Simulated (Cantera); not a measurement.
Charge: 1 mol BF3, 3 mol O2, at 1.00 bar.

Method: chemical equilibrium by Gibbs-energy minimisation in Cantera with the NASA 1993 tables (ideal gas, pure condensed phases). Candidate condensed phases: B, B2O3; 21 gas species. The tables' values for BF2 are old estimates; treat these amounts as uncertain. Equilibrium is a limit: real reactors are often held back by kinetics, nucleation or transport.

x: gas mole fraction; nothing condenses.

| T (K) | x O2 | x BF3 | x F | x BOF | x O | x BOF2 | x BF2 |
|---|---|---|---|---|---|---|---|
| 773 | 0.750 | 0.250 | 3.77e-11 | <1e-12 | <1e-12 | <1e-12 | <1e-12 |
| 923 | 0.750 | 0.250 | 8.52e-10 | 2.21e-12 | 1.08e-11 | 6.60e-10 | <1e-12 |
| 1073 | 0.750 | 0.250 | ? | ? | ? | ? | <1e-12 |
| 1223 | 0.750 | 0.250 | 4.00e-7 | 5.36e-8 | 3.50e-8 | 2.93e-7 | <1e-12 |
| 1373 | 0.750 | 0.250 | 3.93e-6 | 1.04e-6 | 5.34e-7 | 1.85e-6 | 1.54e-11 |
| 1523 | 0.750 | 0.250 | ? | ? | ? | ? | 5.10e-10 |
| 1673 | 0.750 | 0.250 | 0.000134 | 5.57e-5 | 2.89e-5 | 2.28e-5 | 8.65e-9 |
| 1823 | 0.749 | 0.250 | 0.000525 | 0.000234 | 0.000131 | 5.70e-5 | 9.03e-8 |
| 1973 | 0.748 | 0.249 | 0.00168 | 0.000778 | 0.000469 | 0.000123 | 6.53e-7 |
| 2123 | 0.745 | 0.247 | 0.00456 | 0.00216 | 0.00141 | 0.000237 | 3.53e-6 |
| 2273 | 0.738 | 0.242 | 0.0108 | 0.00521 | 0.00364 | 0.000412 | 1.51e-5 |

**Question.** Complete the blanks.

**Answer.** 
- 1073, x F: 2.53e-8
- 1073, x BOF: 8.67e-10
- 1073, x O: 1.08e-9
- 1073, x BOF2: 2.37e-8
- 1523, x F: 2.68e-5
- 1523, x BOF: 9.65e-6
- 1523, x O: 4.78e-6
- 1523, x BOF2: 7.49e-6
